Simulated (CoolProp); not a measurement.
Computed with CoolProp (reference Helmholtz-energy equation of state, Lemmon 2006). It is a short technical equation, of lower accuracy than the large ones.

Q: Give the vapour pressure (bar), liquid density (kg/m³), vapour density (kg/m³), enthalpy of vaporisation (kJ/kg) of saturated isohexane at -2.55 °C.

A: 
```tsv
T (°C)	p (bar)	liquid density (kg/m³)	vapour density (kg/m³)	enthalpy of vaporisation (kJ/kg)
-2.55	0.0786	673	0.303	365
```
